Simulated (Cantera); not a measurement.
**Nitride etching: Si₃N₄ + H₂O**

Input: 1 mol Si₃N₄, a varied amount of H₂O, at 1448 K and 1.00 bar.

Method: chemical equilibrium by Gibbs-energy minimisation in Cantera with the NASA 1993 tables (ideal gas, pure condensed phases). Candidate condensed phases: H₂O, Si, SiO₂, Si₂N₂O, Si₃N₄; 35 gas species. Mutual solubility and eutectic melting of coexisting phases are not modelled. The tables hold silica as quartz up to 1696 K and as liquid above; real silica turns to tridymite and cristobalite and melts near 1996 K. Gases not in the tables: Si(OH)₄. Rates play no part.

```tsv
n(H₂O) (mol)	x H₂	x H₂O	x N₂	x NH₃	x H	x SiO	x OH	n Si₂N₂O(s)	n Si₃N₄(s)	n SiO₂(β-quartz)
1.2	0.750	4.15e-8	0.250	2.37e-5	7.98e-6	9.42e-9	<1e-12	1.20	0.200	0
1.8	0.750	0.000324	0.250	2.36e-5	7.98e-6	8.33e-7	8.22e-11	1.40	0	0.199
2.5	0.750	0.000324	0.250	2.36e-5	7.98e-6	8.33e-7	8.22e-11	1.17	0	0.666
3.5	0.750	0.000324	0.250	2.36e-5	7.98e-6	8.33e-7	8.22e-11	0.834	0	1.33
4.8	0.750	0.000324	0.250	2.36e-5	7.98e-6	8.33e-7	8.22e-11	0.401	0	2.20
6.8	0.682	0.0909	0.227	1.96e-5	7.61e-6	2.70e-9	2.42e-8	0	0	3.00
9.5	0.522	0.304	0.174	1.14e-5	6.66e-6	6.18e-10	9.24e-8	0	0	3.00
```
x: gas mole fraction; n: condensed amount in mol.

At 1.2 mol H₂O the condensed part is Si₂N₂O(s) + Si₃N₄(s). From 1.8 mol H₂O to 4.8 mol H₂O the condensed part is SiO₂(β-quartz) + Si₂N₂O(s). From 6.8 mol H₂O to 9.5 mol H₂O the condensed part is SiO₂(β-quartz).
